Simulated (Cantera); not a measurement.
Input: 1 mol Pb, 0.11 mol H2, 1.3 mol CO, held at 0.00133 bar.

Equilibrium computed with Cantera from the NASA thermochemical tables; the gas is ideal and each condensed phase is pure. Candidate condensed phases: C, C6H6, C7H8, C8H18, H2O, Pb, PbO, PbO2, Pb3O4; 113 gas species. Equilibrium is a limit: real reactors are often held back by kinetics, nucleation or transport.

Question: What share of the Pb ends up in condensed phases as a function of T (°C), at 575, 625, 675, 725, 775, 825, 875, 925?

Answer: 
| T (°C) | Pb condensed (%) | as |
|---|---|---|
| 575 | 100.0 | Pb(l) |
| 625 | 99.9 | Pb(l) |
| 675 | 99.5 | Pb(l) |
| 725 | 98.3 | Pb(l) |
| 775 | 95.1 | Pb(l) |
| 825 | 86.5 | Pb(l) |
| 875 | 62.5 | Pb(l) |
| 925 | 0.0 | - |
